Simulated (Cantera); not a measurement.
Input: 1 mol B2H6, 6.6 mol H2O, 1.6 mol N2, 8.7 mol NH3, at 0.0100 bar.

Method: chemical equilibrium by Gibbs-energy minimisation in Cantera with the NASA 1993 tables (ideal gas, pure condensed phases). Candidate condensed phases: B, BN, B2O3, B3O3H3, H2O; 39 gas species. The feed counts by its element totals alone. Gases not in the tables: H3BO3. Rates play no part.

**Question.** Which condensed phases are stable at each of these points (T (K)): 1448, 1598, 1748, 1898, 2048, 2198, 2348?

**Answer.** 
```csv
T (K),condensed phases,B condensed (%)
1448,B2O3(l),28.3
1598,gas only,0.0
1748,gas only,0.0
1898,gas only,0.0
2048,gas only,0.0
2198,gas only,0.0
2348,gas only,0.0
```

At 1448 K the condensed part is B2O3(l). From 1598 K to 2348 K nothing is condensed.
